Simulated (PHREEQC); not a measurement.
Make-up at 25 °C: 0.00017 mol/kgw Ca(HCO3)2 and 0.05 mol/kgw Na2HPO4. Closed to the air; pH follows from the charge balance.

Equilibrium calculation in PHREEQC: ion-association model, wateq4f.dat.

```json
{
  "pH": "9.06",
  "ionic_strength": "0.144 mol/kgw",
  "total_alkalinity": "50.3 meq/kg"
}
```

```json
[
 {"species": "Na+", "molality": "0.0970", "activity": "0.0739", "log γ": "-0.118"},
 {"species": "HPO4-2", "molality": "0.0465", "activity": "0.0155", "log γ": "-0.477"},
 {"species": "NaHPO4-", "molality": "0.00292", "activity": "0.00224", "log γ": "-0.116"},
 {"species": "H2PO4-", "molality": "0.000287", "activity": "0.000220", "log γ": "-0.116"},
 {"species": "HCO3-", "molality": "0.000278", "activity": "0.000213", "log γ": "-0.116"},
 {"species": "CaPO4-", "molality": "0.000124", "activity": "9.50e-5", "log γ": "-0.116"},
 {"species": "PO4-3", "molality": "9.42e-5", "activity": "7.97e-6", "log γ": "-1.073"},
 {"species": "CaHPO4", "molality": "3.41e-5", "activity": "3.53e-5", "log γ": "0.014"},
 {"species": "CO3-2", "molality": "3.30e-5", "activity": "1.13e-5", "log γ": "-0.463"}
]
```

Precipitation was switched off in this run. Examples of supersaturated solids here: Hydroxyapatite. Others may be too. Species that the database lacks are ignored. H3PO4, which wateq4f.dat lacks, is added to it with the constant of phreeqc.dat.
